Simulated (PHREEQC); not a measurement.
Make-up at 25 °C: 1.1 mmol/kgw NaH2PO4 and 0.99 mmol/kgw NaOH. Closed to the air; pH follows from the charge balance.

Equilibrium calculation in PHREEQC: ion-association model, wateq4f.dat.

| quantity | before | after |
|---|---|---|
| pH | 8.08 | 3.58 |
| ionic strength (mol/kgw) | 0.00307 | 0.00403 |

### Question
Which change was made?
A) temperature from 25 to 15 °C
B) NaH2PO4 replaced by Na2SiF6 at the same molality
C) NaH2PO4 left out
D) NaOH left out
E) NaOH from 0.00099 to 9.9e-05 mol/kgw

### Answer
B, NaH2PO4 replaced by Na2SiF6 at the same molality

No solid was allowed to form. Some of these states are supersaturated (in Quartz (slow to form), Chalcedony (slow to form), for instance). SiF6-2 is the database's only silicon fluoride.
